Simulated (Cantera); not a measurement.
Thermodynamics of hydrogen reduction and annealing atmospheres, feed Cr₂O₃ + H₂ + H₂O

A closed system holds: 1 mol Cr₂O₃, 1.5 mol H₂, 2.9 mol H₂O, at 16.0 Pa.

Cantera equilibrium calculation (NASA polynomials, part measured and part estimated; ideal gas, pure solids and liquids). Candidate condensed phases: Cr, Cr₂O₃, H₂O; 13 gas species. Equilibrium is a limit: real reactors are often held back by kinetics, nucleation or transport.

From 925 °C to 1825 °C the condensed part is Cr₂O₃(s).

```csv
T (°C),x H₂O,x H₂,x H,x CrO,x OH,x CrO₂,x Cr,x O,x O₂,n Cr₂O₃(s)
925,0.659,0.341,8.77e-6,<1e-12,1.34e-7,<1e-12,<1e-12,3.54e-12,3.47e-12,1.00
1025,0.659,0.341,4.95e-5,1.68e-11,1.24e-6,1.74e-11,4.49e-11,1.73e-10,1.64e-10,1.00
1125,0.659,0.341,0.000218,9.75e-10,8.33e-6,9.24e-10,2.01e-9,4.86e-9,4.49e-9,1.00
1225,0.659,0.340,0.000793,3.24e-8,4.35e-5,2.86e-8,5.37e-8,8.79e-8,7.94e-8,1.00
1325,0.658,0.339,0.00245,6.87e-7,0.000185,5.71e-7,9.36e-7,1.11e-6,9.87e-7,1.000
1425,0.656,0.337,0.00663,1.01e-5,0.000664,7.96e-6,1.15e-5,1.05e-5,9.19e-6,1.000
1525,0.651,0.331,0.0160,0.000108,0.00207,8.25e-5,0.000105,7.76e-5,6.76e-5,0.999
1625,0.638,0.318,0.0349,0.000893,0.00571,0.000667,0.000745,0.000470,0.000412,0.995
1725,0.605,0.293,0.0686,0.00588,0.0141,0.00438,0.00422,0.00242,0.00216,0.966
1825,0.517,0.237,0.118,0.0318,0.0307,0.0242,0.0194,0.0109,0.0102,0.800
```
x: gas mole fraction; n: condensed amount in mol.
